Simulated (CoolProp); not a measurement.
Saturation properties of R142b (Tc = 137.1 °C, pc = 4.055 MPa, ω = 0.232).

Values from CoolProp's reference Helmholtz-energy equation of state, Lemmon 2006. It is a short technical equation, of lower accuracy than the large ones.

```csv
T (°C),p (MPa),vapour density (kg/m³),liquid cp (kJ/(kg K)),surface tension (mN/m)
-79.55,0.001645,0.1029,1.123,25.8
-65.85,0.004759,0.2788,1.139,23.8
-52.05,0.01188,0.6556,1.157,21.8
-38.25,0.02617,1.369,1.179,19.9
-24.45,0.05205,2.597,1.203,18.0
-10.65,0.09520,4.564,1.229,16.1
3.15,0.1625,7.537,1.259,14.2
16.85,0.2609,11.80,1.292,12.5
```

It boils at -9.1 °C under 1 atm.

Surface tension comes from a separate correlation (Mulero 2012).
